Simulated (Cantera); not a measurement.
Feed: 1 mol Ti(OiPr)₄, 3.7 mol H₂, at 1448.15 K.

Cantera equilibrium calculation (NASA polynomials, part measured and part estimated; ideal gas, pure solids and liquids). Candidate condensed phases: C, C₆H₆, C₇H₈, C₈H₁₈, H₂O, Ti, TiC, TiO, TiO₂, Ti₂O₃, Ti₃O₅, Ti₄O₇; 113 gas species. The feed counts by its element totals alone. Mutual solubility and eutectic melting of coexisting phases are not modelled. TiC: taken at fixed stoichiometry. Kinetics and transport are ignored.

Task: Which condensed phases are stable at each of these points (P (Pa)): 10, 32, 100, 320, 1000, 3200, 10000, 32000, 100000?

Result: 
| P (Pa) | condensed phases | Ti condensed (%) |
|---|---|---|
| 10 | C(graphite) + TiC(s) | 100.0 |
| 32 | C(graphite) + TiC(s) | 100.0 |
| 100 | C(graphite) + TiC(s) | 100.0 |
| 320 | C(graphite) + TiC(s) | 100.0 |
| 1000 | C(graphite) + TiC(s) | 100.0 |
| 3200 | C(graphite) + TiC(s) | 100.0 |
| 10000 | C(graphite) + TiC(s) | 100.0 |
| 32000 | C(graphite) + TiC(s) | 100.0 |
| 100000 | C(graphite) + TiC(s) + Ti₃O₅(s) | 100.0 |

From 0.000100 bar to 0.320 bar the condensed part is C(graphite) + TiC(s). At 1.00 bar the condensed part is C(graphite) + TiC(s) + Ti₃O₅(s).
